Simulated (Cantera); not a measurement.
Input: 1 mol SiH4, 17 mol CO2, 0.73 mol H2, at 0.100 bar.

Equilibrium computed with Cantera from the NASA thermochemical tables; the gas is ideal and each condensed phase is pure. Candidate condensed phases: C, C6H6, C7H8, C8H18, H2O, Si, SiC, SiO2; 123 gas species. The tables hold silica as quartz up to 1696 K and as liquid above; real silica turns to tridymite and cristobalite and melts near 1996 K. Gases not in the tables: Si(OH)4. Rates play no part.

Task: At 1523 K, list the 4 most abundant gas species with their mole fractions, and the condensed phases.

Result: CO2 0.638, CO 0.224, H2O 0.122, H2 0.0160. Condensed: SiO2(β-quartz).
